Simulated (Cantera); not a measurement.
An adiabatic, constant-volume homogeneous reactor starts with CH4 : O2 : N2 : CO2 = 1 : 5.71 : 21.5 : 2 (molar parts), at 1448 K and 17.0 bar. Integrator tolerance rtol = 1e-08.

Cantera simulation using GRI-Mech 3.0 (53 species, 325 reactions); the numbers are that mechanism's predictions, not measurements. The pressure lies above the range GRI-Mech 3.0 was tuned for (to about 10 atm).

What does this change do: initial temperature 1448 to 1675 K?


```csv
quantity,before,after
time of steepest temperature rise,0.145 ms,23.2 µs
temperature at 2.00 s,2262 K,2443 K
equilibrium temperature,2262 K,2443 K
x(CH4) at 2.00 s,<1e-12 (gas-phase equilibrium <1e-12),<1e-12 (gas-phase equilibrium <1e-12)
x(O2) at 2.00 s,0.117 (gas-phase equilibrium 0.117),0.115 (gas-phase equilibrium 0.115)
x(CO2) at 2.00 s,0.0987 (gas-phase equilibrium 0.0987),0.0975 (gas-phase equilibrium 0.0975)
x(C2H2) at 2.00 s,<1e-12 (gas-phase equilibrium <1e-12),<1e-12 (gas-phase equilibrium <1e-12)
x(HO2) at 2.00 s,8.54e-6 (gas-phase equilibrium 8.54e-6),1.39e-5 (gas-phase equilibrium 1.39e-5)
x(CH2O) at 2.00 s,<1e-12 (gas-phase equilibrium <1e-12),2.68e-12 (gas-phase equilibrium 2.68e-12)
x(O) at 2.00 s,0.000265 (gas-phase equilibrium 0.000265),0.000744 (gas-phase equilibrium 0.000744)
```
